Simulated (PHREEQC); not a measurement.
## Nickel, zinc or cadmium bath: an equilibrium model

Make-up at 25 °C: 0.026 mol CdSO4, 0.19 mol NaCl and 0.0053 mol FeSO4 per kg of water. Closed to the air; pH follows from the charge balance.

Computed with PHREEQC (ion-association model, phreeqc.dat).

No solid was allowed to form.

### Question
Predict the pH.

### Answer
pH 5.81.

### Question
In which forms is Cd present?

### Answer
CdCl+ 58 %, CdCl2 19 %, Cd+2 13 %, CdSO4 6.4 %, CdCl3- 2.0 %, Cd(SO4)2-2 1.5 % of the Cd.
